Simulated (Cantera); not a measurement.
A perfectly stirred reactor is fed with 16.0 % NH₃, 84.0 % H₂, at 1.20 bar; it is held at 2275 K, and followed from long to short residence time.

Computed with Cantera and the gas-phase N/H chemistry of the illustrative SiF4/NH3 mechanism in the Surface Chemkin manual (1991). Walls and surfaces, which speed up NH3 decomposition in real reactors, are not modelled.

Problem. Predict: x(NH₃) at τ = 23.0 s; x(H₂) at τ = 23.0 s; x(N₂) at τ = 23.0 s; x(NH₂) at τ = 23.0 s; x(NH₃) at τ = 64.0 ms; x(H₂) at τ = 64.0 ms; x(N₂H₄) at τ = 64.0 ms; x(N₂) at τ = 64.0 ms; x(NH₂) at τ = 64.0 ms.

Solution. 
```
Quantity                  Result
----------------------  --------
x(NH₃) at τ = 23.0 s    0.000214
x(H₂) at τ = 23.0 s        0.924
x(N₂) at τ = 23.0 s       0.0687
x(NH₂) at τ = 23.0 s     5.46e-6
x(NH₃) at τ = 64.0 ms    0.00605
x(H₂) at τ = 64.0 ms       0.922
x(N₂H₄) at τ = 64.0 ms   1.14e-9
x(N₂) at τ = 64.0 ms      0.0662
x(NH₂) at τ = 64.0 ms   0.000121
```
